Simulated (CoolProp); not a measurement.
Properties of dodecamethylpentasiloxane (MD3M) along the isobar 2930 kPa.

Values from CoolProp's reference Helmholtz-energy equation of state, Thol 2019.

| T (K) | phase | Z | speed of sound (m/s) | Joule-Thomson coefficient (K/MPa) | isothermal compressibility (1/MPa) | expansivity (1/kK) | fugacity coefficient |
|---|---|---|---|---|---|---|---|
| 225.1 | liquid | 0.6385 | 1225 | -0.5482 | 0.0008817 | 1.042 | 2.634e-10 |
| 245.4 | liquid | 0.5982 | 1146 | (withheld) | 0.001011 | 1.045 | 7.726e-9 |
| 265.8 | liquid | 0.5642 | 1073 | -0.4927 | 0.001163 | 1.053 | 1.222e-7 |
| 286.1 | liquid | 0.5356 | 1004 | -0.4693 | 0.001340 | 1.066 | 1.176e-6 |
| 306.4 | liquid | 0.5112 | 939.7 | -0.4471 | 0.001549 | 1.085 | 7.765e-6 |
| 326.8 | liquid | 0.4901 | 878.1 | -0.4249 | 0.001799 | 1.108 | (withheld) |
| 347.1 | liquid | 0.4720 | 819.8 | -0.4023 | 0.002096 | 1.137 | (withheld) |
| 367.4 | liquid | 0.4565 | 764.0 | -0.3785 | 0.002454 | 1.171 | 0.0004647 |
| 387.8 | liquid | 0.4432 | 710.3 | -0.3527 | 0.002891 | 1.212 | 0.001255 |
| 408.1 | liquid | 0.4318 | 659.1 | -0.3245 | 0.003424 | 1.260 | 0.002948 |
| 428.4 | liquid | 0.4222 | 610.0 | -0.2930 | 0.004083 | 1.316 | 0.006190 |
| 448.8 | liquid | 0.4143 | 562.4 | -0.2570 | 0.004913 | 1.382 | 0.01185 |
| 469.1 | liquid | 0.4079 | 516.9 | -0.2154 | 0.005962 | 1.459 | 0.02087 |
| 489.4 | liquid | 0.4031 | 473.1 | -0.1664 | 0.007313 | 1.551 | 0.03427 |
| 509.8 | liquid | 0.3999 | 430.5 | -0.1070 | 0.009094 | 1.662 | 0.05313 |

Some entries are withheld; supply them.


- 245.4, Joule-Thomson coefficient (K/MPa): -0.5186
- 326.8, fugacity coefficient: 3.828e-5
- 347.1, fugacity coefficient: 0.0001471
